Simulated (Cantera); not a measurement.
## Pyrogenic steam for wet oxidation

An isothermal, constant-pressure homogeneous reactor starts with H2 : O2 : N2 : H2O = 1.5 : 1 : 4.5 : 0.14 (molar parts), equivalence ratio 0.75, at 1125 K and 1.00 bar.

Cantera simulation using GRI-Mech 3.0 (53 species, 325 reactions); the numbers are that mechanism's predictions, not measurements. The temperature is held fixed by assumption; the heat of reaction is taken as removed at once.

```json
[
 {"t (s)": "0.000100", "x H2": "0.0777", "x O2": "0.0788", "x H2O2": "1.02e-5", "x H": "0.0242", "x NO": "1.01e-6"},
 {"t (s)": "0.000242", "x H2": "0.00580", "x O2": "0.0417", "x H2O2": "7.86e-6", "x H": "0.000271", "x NO": "2.14e-6"},
 {"t (s)": "0.000588", "x H2": "0.00238", "x O2": "0.0402", "x H2O2": "5.59e-6", "x H": "2.10e-5", "x NO": "2.08e-6"},
 {"t (s)": "0.00143", "x H2": "0.00143", "x O2": "0.0398", "x H2O2": "4.93e-6", "x H": "3.38e-6", "x NO": "1.88e-6"},
 {"t (s)": "0.00346", "x H2": "0.000911", "x O2": "0.0395", "x H2O2": "2.97e-6", "x H": "1.13e-6", "x NO": "1.63e-6"},
 {"t (s)": "0.00838", "x H2": "0.000483", "x O2": "0.0393", "x H2O2": "1.24e-6", "x H": "3.77e-7", "x NO": "1.36e-6"},
 {"t (s)": "0.0203", "x H2": "0.000200", "x O2": "0.0392", "x H2O2": "3.15e-7", "x H": "8.99e-8", "x NO": "1.05e-6"},
 {"t (s)": "0.0492", "x H2": "6.35e-5", "x O2": "0.0392", "x H2O2": "4.89e-8", "x H": "1.62e-8", "x NO": "8.10e-7"},
 {"t (s)": "0.119", "x H2": "1.31e-5", "x O2": "0.0391", "x H2O2": "4.99e-9", "x H": "2.18e-9", "x NO": "8.30e-7"},
 {"t (s)": "0.289", "x H2": "1.07e-6", "x O2": "0.0391", "x H2O2": "5.86e-10", "x H": "1.36e-10", "x NO": "1.29e-6"},
 {"t (s)": "0.702", "x H2": "2.99e-8", "x O2": "0.0391", "x H2O2": "2.12e-10", "x H": "6.48e-12", "x NO": "1.86e-6"},
 {"t (s)": "1.70", "x H2": "4.02e-9", "x O2": "0.0391", "x H2O2": "3.54e-10", "x H": "2.35e-12", "x NO": "2.11e-6"},
 {"t (s)": "4.12", "x H2": "3.15e-9", "x O2": "0.0391", "x H2O2": "5.90e-10", "x H": "2.50e-12", "x NO": "2.14e-6"},
 {"t (s)": "10.0", "x H2": "3.15e-9", "x O2": "0.0391", "x H2O2": "5.99e-10", "x H": "2.52e-12", "x NO": "2.14e-6"}
]
```
x: mole fraction; the columns are a selection and need not sum to one.

Equilibrium at this temperature and pressure: H2 3.15e-9, O2 0.0391, H2O2 5.95e-10, H 2.51e-12, NO 4.35e-5 (gas phase only).
